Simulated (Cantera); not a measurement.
Equilibrium for calcination and drying: MgCO3 + H2O + H2

A closed system holds: 1 mol MgCO3, 0.25 mol H2O, 0.1 mol H2, equilibrated at 1700 K.

These are equilibrium values from Cantera (NASA tables, ideal gas, pure condensed phases), not measurements of a reactor. Candidate condensed phases: C, C6H6, C7H8, C8H18, H2O, Mg, MgCO3, MgO, Mg(OH)2; 116 gas species. Equilibrium is a limit: real reactors are often held back by kinetics, nucleation or transport.

```csv
P (Pa),x CO2,x H2O,x CO,x H2,x O2,x OH,n MgO(s)
10,0.663,0.248,0.0738,0.00808,0.00380,0.00210,1.000
36,0.670,0.250,0.0691,0.00755,0.00123,0.00116,1.000
130,0.673,0.251,0.0675,0.00738,0.000360,0.000618,1.000
460,0.673,0.252,0.0670,0.00732,0.000104,0.000330,1.000
1700,0.674,0.252,0.0668,0.00731,2.82e-5,0.000172,1.000
6000,0.674,0.252,0.0668,0.00731,8.00e-6,9.16e-5,1.000
22000,0.674,0.252,0.0668,0.00730,2.18e-6,4.78e-5,1.000
77000,0.674,0.252,0.0668,0.00730,6.24e-7,2.56e-5,1.000
280000,0.674,0.252,0.0668,0.00730,1.72e-7,1.34e-5,1.000
1000000,0.674,0.252,0.0668,0.00730,4.80e-8,7.10e-6,1.000
```
x: gas mole fraction; n: condensed amount in mol.

From 0.000100 bar to 10.0 bar the condensed part is MgO(s). The main Mg-bearing gas is Mg at 0.000100 bar and Mg(OH)2 at 10.0 bar.
